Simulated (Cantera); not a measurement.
# Carbon deposition, reforming and gasification: n-butane + O2 + NH3

A closed system holds: 1 mol n-butane, 0.54 mol O2, 0.71 mol NH3, held at 1 atm.

Cantera equilibrium calculation (NASA polynomials, part measured and part estimated; ideal gas, pure solids and liquids). Candidate condensed phases: C, C6H6, C7H8, C8H18, H2O; 136 gas species. The numbers say what is thermodynamically allowed, not how fast it happens.

From 698 K to 1598 K the condensed part is C(graphite). The main C-bearing gas is CH4 at 698 K and CO at 1598 K. The share of C in condensed phases is highest at 1598 K (72.7 %) and lowest at 698 K (46.2 %).

```csv
T (K),x H2,x CH4,x H2O,x CO,x N2,x CO2,x HCN,n C(graphite)
698,0.228,0.466,0.207,0.00196,0.0799,0.0171,6.66e-10,1.85
848,0.559,0.203,0.124,0.0296,0.0637,0.0203,5.52e-8,2.59
998,0.743,0.0546,0.0337,0.110,0.0518,0.00720,9.86e-7,2.83
1148,0.790,0.0151,0.00539,0.140,0.0483,0.000809,7.97e-6,2.85
1298,0.802,0.00520,0.00109,0.144,0.0476,0.000111,3.97e-5,2.89
1448,0.806,0.00220,0.000298,0.144,0.0474,2.25e-5,0.000141,2.90
1598,0.807,0.00109,0.000104,0.144,0.0472,6.21e-6,0.000395,2.91
```
x: gas mole fraction; n: condensed amount in mol.
